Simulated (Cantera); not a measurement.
A Cantera script and what it prints.

```python
import numpy as np
import cantera as ct

gas_names = [...]  # 95 gases of nasa_gas.yaml made of C, F, H
cond_names = """
    C(gr) C6H6(L) C7H8(L) C8H18(L),n-octa
""".split()


# ... load() reads the species with a 1 bar reference pressure and builds the phases ...
atoms = {
    'c-C4F8': {'C': 4, 'F': 8},
    'CH4': {'C': 1, 'H': 4},
    'H2': {'H': 2},
}
top_T = {'C(gr)': 4500}  # K; cautious upper limits of use, not melting points


# ... equilibrate(T, P, feed) seeds the gas with the atoms and calls Mixture.equilibrate('TP', solver="vcs", rtol=1e-11, max_steps=5000) ...
results = []
feed = {'c-C4F8': 1, 'CH4': 0.67, 'H2': 18}  # mol
T = 973  # K
P = 1333.22  # Pa
mix = equilibrate(T, P, feed)
results.append((T, P, feed, dict(zip(mix.species_names, mix.species_moles))))
print(gas.report(threshold=0.0001))
for i in range(1, mix.n_phases):
    print(f"{mix.phase(i).name:16s} {mix.phase_moles(i):12.5e} mol")
```

It prints:

```
       temperature   973 K
          pressure   1333.2 Pa
           density   0.0013509 kg/m^3
  mean mol. weight   8.1973 kg/kmol
   phase of matter   gas

                          1 kg             1 kmol
                     ---------------   ---------------
          enthalpy       -8.9875e+06       -7.3673e+07  J
   internal energy       -9.9744e+06       -8.1763e+07  J
           entropy             27024        2.2153e+05  J/K
    Gibbs function       -3.5282e+07       -2.8922e+08  J
 heat capacity c_p            3678.3             30152  J/K
 heat capacity c_v              2664             21837  J/K

                      mass frac. Y      mole frac. X     chem. pot. / RT
                     ---------------   ---------------   ---------------
               CH4         0.0014441        0.00073786           -45.837
                HF           0.83716           0.34301           -61.697
                H2            0.1614           0.65625           -22.177
     [  +92 minor]        3.4635e-07        7.9529e-08

C(gr)             4.65279e+00 mol
```

These are equilibrium values from Cantera (NASA tables, ideal gas, pure condensed phases), not measurements of a reactor. The feed counts by its element totals alone.
